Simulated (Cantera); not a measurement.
A closed system holds: 1 mol Fe₂O₃, 2.3 mol SO₃, 0.26 mol CO₂, 0.51 mol O₂, held at 1027 °C and 0.0133 bar.

Method: chemical equilibrium by Gibbs-energy minimisation in Cantera with the NASA 1993 tables (ideal gas, pure condensed phases). Candidate condensed phases: C, Fe, Fe(CO)₅, FeO, FeS, FeSO₄, FeS₂, Fe₂O₃, Fe₂(SO₄)₃, Fe₃O₄, S; 25 gas species. Rates play no part.

Base state: SO₂ 0.542, O₂ 0.392, CO₂ 0.0618, SO₃ 0.00478 (mole fractions); condensed: Fe₂O₃(s).

**Question.** What changes in the equilibrium state with this change: Fe₂O₃ replaced by FeS?

**Answer.** 
```
species         before     after
-------------  -------  --------
SO₂              0.542     0.926
CO₂             0.0618    0.0720
CO             1.31e-7   0.00110
O₂               0.392   7.51e-9
S₂               <1e-9  0.000427
S₂O              <1e-9   5.09e-5
SO             6.34e-8  0.000783
Fe₂O₃(s), mol     1.00         0
Fe₃O₄(s), mol        0     0.333
```
